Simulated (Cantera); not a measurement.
A closed system holds: 1 mol Si, 8.4 mol HCl, 0.93 mol H₂, at 1002 °C and 7.50 Torr.

Cantera equilibrium calculation (NASA polynomials, part measured and part estimated; ideal gas, pure solids and liquids). The tables' values for SiCl₃ are old estimates; treat these amounts as uncertain. Rates play no part.

```
species   before    after
-------  -------  -------
HCl        0.551    0.528
H₂         0.330    0.352
SiCl₄     0.0964    0.120
SiCl₃     0.0112    <1e-9
SiCl₂    0.00842    <1e-9
SiHCl₃   0.00233  2.10e-6
```
Gas species are given as mole fractions.

### Question
What was changed between the two runs?
A. H₂ from 0.93 to 62 mol
B. temperature from 1002 °C to 1325 °C
C. temperature from 1002 °C to 325 °C
D. pressure from 7.50 Torr to 10.0 Torr

### Answer
C, temperature from 1002 °C to 325 °C
